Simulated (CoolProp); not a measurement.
Saturated liquid density (kg/m³) of m-xylene: the reference equation beside estimates from Tc = 616.9 K, pc = 3535 kPa, ω = 0.326.

The numbers come from the reference Helmholtz-energy equation of state, Zhou 2012 in CoolProp.

| T (K) | reference | van der Waals | Peng-Robinson |
|---|---|---|---|
| 362.9 | 802.4 | 454.5 | 785.4 |
| 384.8 | 782.0 | 443.5 | 767.2 |
| 406.6 | 760.9 | 431.9 | 747.3 |
| 428.5 | 738.8 | 419.5 | 725.2 |
| 450.4 | 715.6 | 406.3 | 700.7 |
| 472.3 | 690.9 | 392.0 | 673.1 |
| 494.2 | 664.3 | 376.6 | 642.1 |
| 516 | 635.2 | 359.6 | 606.7 |
| 537.9 | 602.2 | 340.5 | 565.4 |
| 559.8 | 563.4 | 318.4 | 516.1 |
| 581.7 | 514.6 | 291.4 | 454.5 |
| 603.6 | 441.8 | 253.7 | 367.4 |

Absolute difference from the reference over all 12 rows, mean and median: van der Waals 43.3 and 43.3 %, Peng-Robinson 5.3 and 3.0 %.
